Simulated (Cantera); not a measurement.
An isothermal, constant-pressure homogeneous reactor starts with CH4 : N2 = 1 : 3.3 (molar parts), at 1450 K and 0.00110 bar. Integrator tolerance rtol = 1e-08.

Model: GRI-Mech 3.0 (53 species, 325 reactions), integrated in Cantera. GRI-Mech 3.0 stops at C3 and has no aromatics, soot or wall deposition, so with more carbon than oxygen in the feed, carbon stays in small species such as C2H2 where larger ones or solid carbon would form. Radical loss at walls, strong at low pressure, is not modelled.

Problem. What does this change do: temperature 1450 to 1200 K?

Solution. 
| quantity | before | after |
|---|---|---|
| x(CH4) at 50.0 s | 0.113 (gas-phase equilibrium 5.63e-5) | 0.233 (gas-phase equilibrium 0.00195) |
| x(CH2) at 50.0 s | 5.84e-8 (gas-phase equilibrium 2.56e-10) | 2.31e-12 (gas-phase equilibrium 2.38e-12) |
| x(HCN) at 50.0 s | 1.61e-8 (gas-phase equilibrium 0.0828) | <1e-12 (gas-phase equilibrium 0.0669) |
| x(C2H2) at 50.0 s | 0.0469 (gas-phase equilibrium 0.0529) | 4.78e-9 (gas-phase equilibrium 0.0599) |
| x(H) at 50.0 s | 2.84e-5 (gas-phase equilibrium 0.000153) | 7.68e-11 (gas-phase equilibrium 3.17e-6) |

Problem. What does this change do: temperature 1450 to 1175 K?

Solution. 
```
quantity                                             before                                     after
-----------------  ----------------------------------------  ----------------------------------------
x(CH4) at 50.0 s      0.113 (gas-phase equilibrium 5.63e-5)     0.233 (gas-phase equilibrium 0.00299)
x(CH2) at 50.0 s   5.84e-8 (gas-phase equilibrium 2.56e-10)   <1e-12 (gas-phase equilibrium 1.33e-12)
x(HCN) at 50.0 s     1.61e-8 (gas-phase equilibrium 0.0828)     <1e-12 (gas-phase equilibrium 0.0649)
x(C2H2) at 50.0 s     0.0469 (gas-phase equilibrium 0.0529)   4.14e-10 (gas-phase equilibrium 0.0604)
x(H) at 50.0 s     2.84e-5 (gas-phase equilibrium 0.000153)  2.46e-11 (gas-phase equilibrium 1.97e-6)
```
